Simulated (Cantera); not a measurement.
What does this Cantera script print?

```python
import numpy as np
import cantera as ct

gas_names = """
    B BF BF2 BF3 BH BHF2 BH2 BH3 BO BOF BOF2 BO2 B2 B2O B2O2 B2O3 B3O3F3 B3O3H3 F FO FO2 F2 F2O H HBO
    HBO2 HF HOF HO2 H2 H2F2 H2O H2O2 H3B3O6 H3F3 H4F4 H5F5 H6F6 H7F7 O OH O2 O3
""".split()
cond_names = """
    B(b) B(L) B2O3(L) B3O3H3(cr) H2O(s) H2O(L)
""".split()


# ... load() reads the species with a 1 bar reference pressure and builds the phases ...
atoms = {
    'BF3': {'B': 1, 'F': 3},
    'H2O': {'H': 2, 'O': 1},
}
top_T = {}  # K; cautious upper limits of use, not melting points


# ... equilibrate(T, P, feed) seeds the gas with the atoms and calls Mixture.equilibrate('TP', solver="vcs", rtol=1e-11, max_steps=5000) ...
results = []
T = 1648  # K
P = 7100  # Pa
for m in [0.059, 0.13, 0.2, 0.27, 0.35, 0.42, 0.49, 0.56]:
    feed = {'BF3': 1, 'H2O': m}  # mol
    mix = equilibrate(T, P, feed)
    results.append((T, P, feed, dict(zip(mix.species_names, mix.species_moles))))
    x = sorted(zip(gas.X, gas.species_names), reverse=True)
    print(f"T = {T:g} K  P = {P:g} Pa  n(H2O) = {m:g} mol  gas = {mix.phase_moles(0):.4g} mol")
    print("   x: " + "  ".join(f"{s} {v:.3e}" for v, s in x if v > 0.001))
    print("   condensed (mol): " + ("  ".join(f"{mix.phase(i).name} {mix.phase_moles(i):.4g}"
          for i in range(1, mix.n_phases) if mix.phase_moles(i) > 1e-12) or "none"))
```

Output:

```
T = 1648 K  P = 7100 Pa  n(H2O) = 0.059 mol  gas = 1.118 mol
   x: BF3 8.419e-01  HF 1.054e-01  BOF 5.263e-02
   condensed (mol): none
T = 1648 K  P = 7100 Pa  n(H2O) = 0.13 mol  gas = 1.259 mol
   x: BF3 6.920e-01  HF 2.049e-01  BOF 1.021e-01
   condensed (mol): none
T = 1648 K  P = 7100 Pa  n(H2O) = 0.2 mol  gas = 1.396 mol
   x: BF3 5.758e-01  HF 2.814e-01  BOF 1.398e-01  H2O 2.305e-03
   condensed (mol): none
T = 1648 K  P = 7100 Pa  n(H2O) = 0.27 mol  gas = 1.531 mol
   x: BF3 4.828e-01  HF 3.420e-01  BOF 1.692e-01  H2O 4.911e-03
   condensed (mol): none
T = 1648 K  P = 7100 Pa  n(H2O) = 0.35 mol  gas = 1.681 mol
   x: BF3 3.976e-01  HF 3.962e-01  BOF 1.949e-01  H2O 9.218e-03  HBO2 1.648e-03
   condensed (mol): none
T = 1648 K  P = 7100 Pa  n(H2O) = 0.42 mol  gas = 1.809 mol
   x: HF 4.334e-01  BF3 3.374e-01  BOF 2.120e-01  H2O 1.414e-02  HBO2 2.514e-03
   condensed (mol): none
T = 1648 K  P = 7100 Pa  n(H2O) = 0.49 mol  gas = 1.933 mol
   x: HF 4.630e-01  BF3 2.877e-01  BOF 2.251e-01  H2O 2.010e-02  HBO2 3.551e-03
   condensed (mol): none
T = 1648 K  P = 7100 Pa  n(H2O) = 0.56 mol  gas = 2.053 mol
   x: HF 4.864e-01  BF3 2.463e-01  BOF 2.348e-01  H2O 2.703e-02  HBO2 4.743e-03
   condensed (mol): none
```

These are equilibrium values from Cantera (NASA tables, ideal gas, pure condensed phases), not measurements of a reactor. The tables' values for BF2 are old estimates; treat these amounts as uncertain. Gases not in the tables: H3BO3.
